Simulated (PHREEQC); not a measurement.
Dissolve 40 mmol/kgw AlCl3 at 20 °C. It is in equilibrium with CO2 at log p = -1 (atm). Otherwise closed; pH follows from the charge balance.

Model: ion-association model, phreeqc.dat, run in PHREEQC.

- pH = 3.51
- ionic strength = 0.239 mol/kgw
- specific conductance = 9520 µS/cm
- density = 1.003 g/cm³

```csv
species,molality,activity,log γ
Cl-,0.120,0.0845,-0.152
Al+3,0.0396,0.00486,-0.911
CO2,0.00370,0.00391,0.024
H+,0.000391,0.000310,-0.101
AlOH+2,0.000379,0.000112,-0.530
HCO3-,7.10e-6,5.23e-6,-0.133
Al(OH)2+,2.44e-6,1.80e-6,-0.133
(CO2)2,2.25e-7,2.37e-7,0.024
```

No solid was allowed to form. Complexes and solids missing from the database can't appear.
